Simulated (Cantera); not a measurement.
A Cantera script and its output.

```python
import numpy as np
import cantera as ct

gas = ct.Solution("SiF4_NH3_mec.yaml", "gas")
gas.TPX = 2225, 18000, {'NH3': 1, 'H2': 0.25}
reactor = ct.IdealGasConstPressureReactor(gas, energy="off", clone=False)
net = ct.ReactorNet([reactor])
net.rtol, net.atol = 1e-08, 1e-18
show = ['NH3', 'H2', 'N2', 'H', 'NH', 'N']
times = np.geomspace(1e-05, 2, 11)

steps = ct.SolutionArray(gas, extra=["t"])
rows = []
print(f"{'t/s':>10s}{'T/K':>9s}{'P/Pa':>11s}" + "".join(f"{s:>11s}" for s in show))
for t in times:
    while net.time < t:
        t_next = net.step()
        steps.append(gas.state, t=t_next)
    rows.append([np.interp(t, steps.t, y) for y in (steps.T, steps.P, *steps(*show).X.T)])
    print(f"{t:10.3e}{rows[-1][0]:9.1f}{rows[-1][1]:11.4g}" + "".join(f"{x:11.3e}" for x in rows[-1][2:]))
rate = np.gradient(steps.T, steps.t)
print("integrator steps:", len(steps.t))
if steps.T.max() > steps.T[0] + 200:
    print(f"time of steepest temperature rise: {steps.t[rate.argmax()]:.4e} s")
gas.TPX = 2225, 18000, {'NH3': 1, 'H2': 0.25}
gas.equilibrate("TP")
print(f"equilibrium (TP): T = {gas.T:.1f} K  " + "  ".join(f"{s} {gas[s].X[0]:.3e}" for s in show))
```

It prints:

```
       t/s      T/K       P/Pa        NH3         H2         N2          H         NH          N
 1.000e-05   2225.0    1.8e+04  7.996e-01  2.001e-01  3.729e-09  2.261e-05  3.668e-07  1.077e-09
 3.389e-05   2225.0    1.8e+04  7.988e-01  2.003e-01  1.581e-06  7.046e-05  5.308e-06  7.291e-08
 1.149e-04   2225.0    1.8e+04  7.955e-01  2.016e-01  2.471e-04  1.960e-04  3.807e-05  1.365e-06
 3.893e-04   2225.0    1.8e+04  7.821e-01  2.108e-01  3.673e-03  2.644e-04  5.935e-05  2.632e-06
 1.320e-03   2225.0    1.8e+04  7.379e-01  2.428e-01  1.600e-02  3.064e-04  5.989e-05  2.852e-06
 4.472e-03   2225.0    1.8e+04  6.118e-01  3.340e-01  5.118e-02  4.366e-04  5.966e-05  3.342e-06
 1.516e-02   2225.0    1.8e+04  3.503e-01  5.230e-01  1.241e-01  7.993e-04  5.362e-05  4.039e-06
 5.137e-02   2225.0    1.8e+04  7.646e-02  7.206e-01  2.005e-01  1.804e-03  3.455e-05  4.655e-06
 1.741e-01   2225.0    1.8e+04  2.157e-04  7.675e-01  2.209e-01  1.143e-02  3.591e-06  2.974e-06
 5.901e-01   2225.0    1.8e+04  7.599e-06  7.658e-01  2.207e-01  1.345e-02  1.761e-07  1.721e-07
 2.000e+00   2225.0    1.8e+04  1.856e-06  7.658e-01  2.207e-01  1.345e-02  4.301e-08  4.202e-08
integrator steps: 1702
equilibrium (TP): T = 2225.0 K  NH3 8.148e-07  H2 7.658e-01  N2 2.207e-01  H 1.345e-02  NH 1.889e-08  N 1.845e-08
```

Cantera simulation using the gas-phase N/H chemistry of the illustrative SiF4/NH3 mechanism in the Surface Chemkin manual (1991); the numbers are that mechanism's predictions, not measurements. Walls and surfaces, which speed up NH3 decomposition in real reactors, are not modelled.
